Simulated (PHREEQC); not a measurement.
A solution holds 0.003 mol/kgw ZnBr2 and 0.057 mol/kgw CuCl2, at 20 °C. Closed to the air; pH follows from the charge balance.

Equilibrium calculation in PHREEQC: ion-association model, wateq4f.dat.

| quantity | before | after |
|---|---|---|
| pH | 4.43 | 4.79 |
| Cu+2 (mol/kgw) | 0.0527 | 0.0111 |
| CuCl+ (mol/kgw) | 0.00415 | 0.000276 |
| CuCl2 (mol/kgw) | 0.000118 | 2.19e-6 |
| SI of Tenorite (CuO) | -0.69 | -0.47 |
| SI of Atacamite (Cu2(OH)3Cl) | +1.13 | +0.60 |

Task: Which change was made?
A) CuCl2 from 0.057 to 0.0855 mol/kgw
B) 0.012 mol/kgw HF added
C) diluted 5-fold with water
D) ZnBr2 replaced by CaBr2 at the same molality
E) diluted 100-fold with water

Result: C, diluted 5-fold with water

No solid was allowed to form. Some of these states are supersaturated (in Atacamite, for instance).
